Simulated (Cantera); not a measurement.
**Adiabatic ignition**

An adiabatic, constant-pressure homogeneous reactor starts with 20.4 % H2, 16.7 % O2, 62.9 % N2, equivalence ratio 0.61, at 1773 K and 1.00 bar.

Detailed kinetics in Cantera: GRI-Mech 3.0 (53 species, 325 reactions).

```csv
t (s),T (K),x H2,x O2,x NO,x H,x H2O
3.00e-6,1773,0.203,0.167,1.88e-11,0.000342,0.000411
1.23e-5,1993,0.0311,0.0715,1.87e-5,0.0626,0.132
5.04e-5,2438,0.0253,0.0669,0.000146,0.0286,0.158
0.000206,2767,0.0154,0.0650,0.00151,0.0101,0.184
0.000845,2776,0.0149,0.0625,0.00737,0.00927,0.185
0.00346,2769,0.0149,0.0588,0.0161,0.00900,0.186
0.0142,2768,0.0149,0.0584,0.0172,0.00897,0.186
0.0582,2768,0.0149,0.0584,0.0172,0.00897,0.186
0.238,2768,0.0149,0.0584,0.0172,0.00897,0.186
0.976,2768,0.0149,0.0584,0.0172,0.00897,0.186
4.00,2768,0.0149,0.0584,0.0172,0.00897,0.186
```
x: mole fraction; the columns are a selection and need not sum to one.

| Item | Value |
|---|---|
| time of steepest temperature rise | 6.49 µs |
| temperature at 4.00 s | 2768 K |
| equilibrium temperature | 2768 K |
| x(H2) at 4.00 s | 0.0149 (gas-phase equilibrium 0.0149) |
| x(O2) at 4.00 s | 0.0584 (gas-phase equilibrium 0.0584) |
| x(NO) at 4.00 s | 0.0172 (gas-phase equilibrium 0.0172) |
